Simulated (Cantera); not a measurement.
Equilibrium for silicon nitride deposition: SiH₂Cl₂ + NH₃

Feed: 1 mol SiH₂Cl₂, 3.3 mol NH₃, held at 1250 °C and 10000 Pa.

Method: chemical equilibrium by Gibbs-energy minimisation in Cantera with the NASA 1993 tables (ideal gas, pure condensed phases). Candidate condensed phases: NH₄Cl, Si, Si₃N₄; 28 gas species. The tables' values for SiCl₃ are old estimates; treat these amounts as uncertain. The numbers say what is thermodynamically allowed, not how fast it happens.

* **x(H₂)**: 0.633
* **x(HCl)**: 0.225
* **x(N₂)**: 0.131
* **x(SiCl₂)**: 0.00830
* **x(SiCl₃)**: 0.00159
* **x(SiCl₄)**: 0.000915
* **x(SiHCl₃)**: 0.000289
* **x(H)**: 5.83e-5
* **x(Cl)**: 1.66e-5
* **n(Si₃N₄(s))**: 0.304 mol
* **gas amount**: 7.977 mol
* **log10 activity of Si(s) (absent)**: -1.50
